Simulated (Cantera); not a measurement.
Input: 1 mol B₂O₃, 0.81 mol O₂, 12 mol N₂, held at 1873.15 K.

These are equilibrium values from Cantera (NASA tables, ideal gas, pure condensed phases), not measurements of a reactor. Candidate condensed phases: B, BN, B₂O₃; 17 gas species. Rates play no part.

x: gas mole fraction; n: condensed amount in mol.

```csv
P (Pa),x N₂,x B₂O₃,x O₂,x BO₂,x O,n B₂O₃(l)
10,0.860,0.0596,0.0485,0.0236,(withheld),0
28,0.862,0.0624,0.0507,0.0188,(withheld),0
77,0.863,0.0645,0.0523,0.0150,(withheld),0
220,0.864,0.0662,0.0535,0.0117,(withheld),0
600,0.865,0.0676,0.0544,0.00927,(withheld),0
1700,0.866,0.0686,0.0551,0.00723,(withheld),0
4600,0.866,0.0695,0.0556,0.00568,(withheld),0
13000,0.867,0.0699,0.0560,0.00440,(withheld),0.00334
36000,0.910,0.0252,0.0595,0.00208,(withheld),0.654
100000,0.926,0.00909,0.0608,0.000973,(withheld),0.876
```

Task: Complete the blanks.

Result: 
- 10, x O: 0.00521
- 28, x O: 0.00318
- 77, x O: 0.00195
- 220, x O: 0.00117
- 600, x O: 0.000713
- 1700, x O: 0.000426
- 4600, x O: 0.000260
- 13000, x O: 0.000155
- 36000, x O: 9.62e-5
- 100000, x O: 5.84e-5
